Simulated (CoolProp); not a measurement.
Vapour-liquid equilibrium of propane (1) + isohexane (2) at 296.1 K; x and y are mole fractions of (1).

Model: multi-fluid Helmholtz-energy mixture model, Lemmon 2009 and Lemmon 2006; pair parameters Bell 2016, in CoolProp.

| x | bubble pressure, mixture model (MPa) | bubble pressure, Raoult's law (MPa) | y, mixture model | y, Raoult's law |
|---|---|---|---|---|
| 0.05 | [?] | 0.06979 | 0.626 | 0.647 |
| 0.2 | 0.1921 | 0.2014 | [?] | 0.897 |
| 0.35 | 0.3174 | 0.3330 | 0.938 | 0.949 |
| 0.5 | 0.4438 | 0.4646 | [?] | 0.972 |
| 0.65 | 0.5727 | 0.5962 | [?] | 0.985 |
| 0.8 | [?] | 0.7279 | 0.988 | 0.993 |
| 0.95 | 0.8511 | 0.8595 | 0.997 | 0.998 |

**Question.** What belongs in the gaps?

**Answer.** 
- 0.05, bubble pressure, mixture model (MPa): 0.06737
- 0.2, y, mixture model: 0.882
- 0.5, y, mixture model: 0.963
- 0.65, y, mixture model: 0.978
- 0.8, bubble pressure, mixture model (MPa): 0.7067

The largest gap from Raoult's law is -4.7 % in bubble pressure, at x = 0.35. No azeotrope shows between x = 0.05 and 0.95.

Pair parameters are fitted to limited data, so mixtures are less certain than the pure fluids.
